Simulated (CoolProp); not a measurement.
R245ca along the isobar 4.5 MPa: density (kg/m³) from the reference equation and from simpler models built on Tc = 447.6 K, pc = 3.941 MPa, ω = 0.355; each cubic takes its own stable root.

The numbers come from the reference Helmholtz-energy equation of state, Zhou 2016 in CoolProp.

```json
[
 {"T (K)": "205.2", "phase": "liquid", "reference": "1610"},
 {"T (K)": "229.7", "phase": "liquid", "reference": "1555"},
 {"T (K)": "254.2", "phase": "liquid", "reference": "1500"},
 {"T (K)": "278.6", "phase": "liquid", "reference": "1444"},
 {"T (K)": "303.1", "phase": "liquid", "reference": "1386"},
 {"T (K)": "327.6", "phase": "liquid", "reference": "1325"},
 {"T (K)": "352.1", "phase": "liquid", "reference": "1259"},
 {"T (K)": "376.6", "phase": "liquid", "reference": "1185"},
 {"T (K)": "401", "phase": "liquid", "reference": "1098"},
 {"T (K)": "425.5", "phase": "liquid", "reference": "983.8"},
 {"T (K)": "450", "phase": "supercritical", "reference": "750.0"}
]
```

Problem. How far does each simpler model (van der Waals, Redlich-Kwong, Soave-Redlich-Kwong, Peng-Robinson) lie from the reference over these 11 states: mean and median of the absolute difference, and the worst?

Solution. 
- van der Waals: mean 37.5 %, median 38.1 %, worst -40.1 % at 205.2 K and 4.5 MPa
- Redlich-Kwong: mean 13.5 %, median 12.0 %, worst -19.0 % at 450 K and 4.5 MPa
- Soave-Redlich-Kwong: mean 10.1 %, median 8.4 %, worst -20.3 % at 450 K and 4.5 MPa
- Peng-Robinson: mean 4.1 %, median 4.0 %, worst -12.5 % at 450 K and 4.5 MPa
